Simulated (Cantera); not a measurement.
# NO annealing gas

A perfectly stirred reactor is fed with NO : N2 = 1 : 2.8 (molar parts), at 0.987 atm; it is held at 1725 K, and followed from long to short residence time.

Cantera simulation using GRI-Mech 3.0 (53 species, 325 reactions); the numbers are that mechanism's predictions, not measurements.

| τ (s) | x NO | x N2 | x NO2 | x O2 | x O |
|---|---|---|---|---|---|
| 23 | 0.137 | 0.800 | 0.000222 | 0.0631 | 1.49e-5 |
| 5.0 | 0.207 | 0.765 | 0.000228 | 0.0277 | 1.02e-5 |
| 1.1 | 0.247 | 0.745 | 0.000161 | 0.00808 | 6.11e-6 |
| 0.24 | 0.259 | 0.739 | 0.000108 | 0.00186 | 4.00e-6 |
| 0.051 | 0.262 | 0.737 | 8.45e-5 | 0.000358 | 3.15e-6 |
| 0.011 | 0.263 | 0.737 | 6.09e-5 | 4.71e-5 | 2.36e-6 |
| 0.0024 | 0.263 | 0.737 | 2.24e-5 | 1.86e-6 | 1.04e-6 |
| 0.00053 | 0.263 | 0.737 | 4.34e-6 | 4.21e-8 | 3.72e-7 |
| 0.00012 | 0.263 | 0.737 | 7.81e-7 | 2.65e-9 | 2.03e-7 |
x: mole fraction; the columns are a selection and need not sum to one.
